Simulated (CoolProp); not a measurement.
Vapour-liquid equilibrium of R113 (1) + n-heptane (2) at 0.00949 MPa; x and y are mole fractions of (1).

Model: multi-fluid Helmholtz-energy mixture model, Marx 1992 and Span 2003; pair parameters Bell 2016, in CoolProp.

Give the bubble temperature and the first vapour's composition at x = 0.2, 0.65, 0.875. Is there an azeotrope?

x = 0.2: 285.7 K, y = 0.729; x = 0.65: 269.9 K, y = 0.944; x = 0.875: 266.0 K, y = 0.981. No azeotrope shows between x = 0.05 and 0.95.

Pair parameters are fitted to limited data, so mixtures are less certain than the pure fluids.
